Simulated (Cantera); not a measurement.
Charge: 1 mol TEOS, 0.46 mol CO2, 2.6 mol N2, held at 0.170 bar.

These are equilibrium values from Cantera (NASA tables, ideal gas, pure condensed phases), not measurements of a reactor. Candidate condensed phases: C, C6H6, C7H8, C8H18, H2O, Si, SiC, SiO2, Si2N2O, Si3N4; 151 gas species. The feed counts by its element totals alone. Rates play no part.

### Question
At 450 °C, list the 4 most abundant gas species with their mole fractions, and the condensed phases.

### Answer
H2 0.406, N2 0.227, H2O 0.168, CH4 0.150. Condensed: C(graphite) + SiO2(α-quartz).
